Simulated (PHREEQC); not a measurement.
PHREEQC input (ion-association model, wateq4f.dat):

```
SOLUTION_MASTER_SPECIES
  An  An-  0  An  62.0  # stands for a non-complexing anion
SOLUTION_SPECIES
  An- = An-
    -log_k 0
    -gamma 3.0 0
PHASES
  Fix_H+
    H+ = H+
    -log_k 0
SOLUTION 1
  temp 25
  units mmol/kgw
  pH 7 charge
  Na 1
  An 1
END
SELECTED_OUTPUT 1
  -reset false
  -pH true
  -pe true
  -ionic_strength true
  -water true
  -totals Na
  -molalities Hfo_wOH Hfo_wOH2+ Hfo_wO- Hfo_sOH Hfo_sOH2+ Hfo_sO-
USER_PUNCH 1
  -headings sigma psi
  10 PUNCH EDL("sigma", "Hfo"), EDL("psi", "Hfo")
PRINT
  -reset false
USE solution 1
SURFACE 1
  Hfo_wOH 5.39326e-05 600 0.024
  Hfo_sOH 1.34831e-06
EQUILIBRIUM_PHASES 1
  Fix_H+ -4 HAn 10
    -force_equality true
  O2(g) -0.68 10
END
# ... the last block is repeated for the other 12 points of pH, with NaOH or the acid as the point needs
```

Selected output (columns that matter, 13 of 13 rows; pH added in front):

```
pH	mu	Na	m_Hfo_wOH	m_Hfo_wOH2+	m_Hfo_wO-	m_Hfo_sOH	m_Hfo_sOH2+	m_Hfo_sO-	sigma	psi
4	0.0011124	0.001	3.4011e-05	1.8488e-05	1.4333e-06	8.5027e-07	4.622e-07	3.5833e-08	0.11714	0.21028
4.67	0.0010271	0.001	3.8664e-05	1.2538e-05	2.7314e-06	9.6658e-07	3.1344e-07	6.8285e-08	0.067354	0.18392
5.33	0.0010076	0.001	4.0538e-05	9.3812e-06	4.013e-06	1.0135e-06	2.3453e-07	1.0033e-07	0.036871	0.15355
6	0.0010024	0.001	4.1174e-05	7.7428e-06	5.0159e-06	1.0293e-06	1.9357e-07	1.254e-07	0.018729	0.11924
6.67	0.0010009	0.001	4.1349e-05	6.938e-06	5.6455e-06	1.0337e-06	1.7345e-07	1.4114e-07	0.0088778	0.082536
7.33	0.0010003	0.001	4.1391e-05	6.5389e-06	6.0023e-06	1.0348e-06	1.6347e-07	1.5006e-07	0.0036856	0.045042
8	0.001001	0.001001	4.14e-05	6.2998e-06	6.2327e-06	1.035e-06	1.575e-07	1.5582e-07	0.00046131	0.0063695
8.67	0.001005	0.0010052	4.1396e-05	6.0861e-06	6.4504e-06	1.0349e-06	1.5215e-07	1.6126e-07	-0.0025021	-0.032381
9.33	0.0010227	0.0010232	4.137e-05	5.7818e-06	6.7812e-06	1.0342e-06	1.4454e-07	1.6953e-07	-0.0068643	-0.070122
10	0.0011051	0.0011062	4.1246e-05	5.2177e-06	7.4693e-06	1.0311e-06	1.3044e-07	1.8673e-07	-0.015465	-0.1072
10.67	0.0014916	0.0014942	4.0617e-05	4.1016e-06	9.2142e-06	1.0154e-06	1.0254e-07	2.3035e-07	-0.035115	-0.14104
11.33	0.0032859	0.0032922	3.7196e-05	2.177e-06	1.4559e-05	9.299e-07	5.4424e-08	3.6398e-07	-0.085048	-0.16607
12	0.012244	0.012259	2.393e-05	4.4381e-07	2.9559e-05	5.9825e-07	1.1095e-08	7.3897e-07	-0.19998	-0.17618
```
